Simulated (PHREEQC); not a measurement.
0.31 g of hydrous ferric oxide (600 m²/g; 0.2 weak and 0.005 strong sites per Fe, Dzombak-Morel constants, diffuse double layer) in 1 kg of water with 0.1 mol/kgw of an inert sodium salt and 2.2e-06 mol/kgw BaCl2, at 25 °C; the pH is set by adding NaOH or the inert anion's acid. Oxygen alone is held at its pressure in air (log pO2 = -0.68). No CO2 enters from the air. Nothing may precipitate in this run.

All values are PHREEQC results (ion-association model, wateq4f.dat), not measurements.

| pH | Ba sorbed (%) | surface charge σ (C/m²) | surface potential ψ (mV) |
|---|---|---|---|
| 4 | 0.0 | 0.321 | 147 |
| 4.5 | 0.0 | 0.273 | 138 |
| 5 | 0.0 | 0.215 | 126 |
| 5.5 | 0.0 | 0.159 | 111 |
| 6 | 0.1 | 0.111 | 93 |
| 6.5 | 0.4 | 0.074 | 74 |
| 7 | 2.3 | 0.045 | 52 |
| 7.5 | 12.5 | 0.022 | 29 |
| 8 | 46.9 | 0.004 | 6 |
| 8.5 | 84.4 | -0.014 | -18 |
| 9 | 97.0 | -0.034 | -42 |
| 9.5 | 99.4 | -0.059 | -64 |
| 10 | 99.9 | -0.093 | -85 |

Species that the database lacks are ignored.
